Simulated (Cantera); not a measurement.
A Cantera script and what it prints.

```python
import numpy as np
import cantera as ct

gas_names = [...]  # 127 gases of nasa_gas.yaml made of C, Fe, H, O, S
cond_names = """
    C(gr) C6H6(L) C7H8(L) C8H18(L),n-octa Fe(a) Fe(c) Fe(d) Fe(L) FeC5O5(L) FeO(s) FeO(L) Fe(OH)2(s)
    Fe(OH)3(s) FeS(a) FeS(b) FeS(c) FeS(L) FeSO4(s) FeS2(s) Fe2O3(s) Fe2S3O12(s) Fe3O4(s) H2O(s) H2O(L)
    H2SO4(L) S(cr1) S(cr2) S(L)
""".split()


# ... load() reads the species with a 1 bar reference pressure and builds the phases ...
atoms = {
    'Fe2O3': {'Fe': 2, 'O': 3},
    'H2S': {'H': 2, 'S': 1},
    'CO2': {'C': 1, 'O': 2},
}
top_T = {'C(gr)': 4500, 'FeSO4(s)': 950, 'FeS2(s)': 1010, 'Fe2O3(s)': 1830, 'Fe2S3O12(s)': 1100, 'Fe3O4(s)': 1870}  # K; cautious upper limits of use, not melting points


# ... equilibrate(T, P, feed) seeds the gas with the atoms and calls Mixture.equilibrate('TP', solver="vcs", rtol=1e-11, max_steps=5000) ...
results = []
T = 950  # K
P = 240000  # Pa
for m in [0.17, 0.27, 0.42, 0.66, 1, 1.6, 2.6]:
    feed = {'Fe2O3': 1, 'H2S': m, 'CO2': 2.5}  # mol
    mix = equilibrate(T, P, feed)
    results.append((T, P, feed, dict(zip(mix.species_names, mix.species_moles))))

top = {s: max(r[3][s] / sum(r[3][g] for g in gas_names) for r in results) for s in gas_names}
cols = sorted((s for s in top if top[s] > 1e-06), key=lambda s: -top[s])[:5]
seen = [c for c in cond_names if any(r[3].get(c, 0) > 1e-12 for r in results)]
print("log10 of partial pressures in bar; condensed amounts in mol")
print(f"{'n(H2S)':>10s}" + "".join(f"{s[:9]:>10s}" for s in cols + seen))
for T, P, feed, n in results:
    ng = sum(n[g] for g in gas_names)
    print(f"{feed['H2S']:10.4g}" + "".join(f"{np.log10(max(n[s] / ng * P / 1e5, 1e-99)):10.3f}" for s in cols)
          + "".join(f"{n.get(c, 0):10.4g}" for c in seen))
```

It prints:

```
log10 of partial pressures in bar; condensed amounts in mol
    n(H2S)       CO2       H2O       SO2       H2S        S2    FeS(c)  Fe3O4(s)
      0.17     0.332    -0.844    -1.007    -2.560    -2.525   0.04425    0.6519
      0.27     0.316    -0.659    -0.989    -2.374    -2.510    0.1322    0.6226
      0.42     0.292    -0.492    -0.965    -2.203    -2.491     0.264    0.5787
      0.66     0.256    -0.331    -0.934    -2.040    -2.466    0.4749    0.5084
         1     0.209    -0.197    -0.900    -1.902    -2.439    0.7737    0.4088
       1.6     0.138    -0.064    -0.859    -1.765    -2.406     1.301    0.2331
       2.6     0.040     0.025    -0.883    -1.084    -1.633         2         0
```

Equilibrium computed with Cantera from the NASA thermochemical tables; the gas is ideal and each condensed phase is pure. FeS: taken at fixed stoichiometry. Gases not in the tables: S3 to S7.
